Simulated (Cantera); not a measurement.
Cantera with NASA thermochemical tables; ideal gases at 1 bar, condensed phases pure. Values are per mole of reaction as written; species without (g) are pure solids or liquids, kept so even where they would boil at 1 bar.

Question: Between 300 and 525 K, where is each reaction favourable under standard conditions?
- TiCl3(g) + HCl(g) → H(g) + TiCl4

Answer: 
- TiCl3(g) + HCl(g) → H(g) + TiCl4: ΔG° is 86 kJ at 300 K and 113 kJ at 525 K; it stays positive (K < 1). ΔH° is 59 kJ and ΔS° -103 J/K at 525 K.
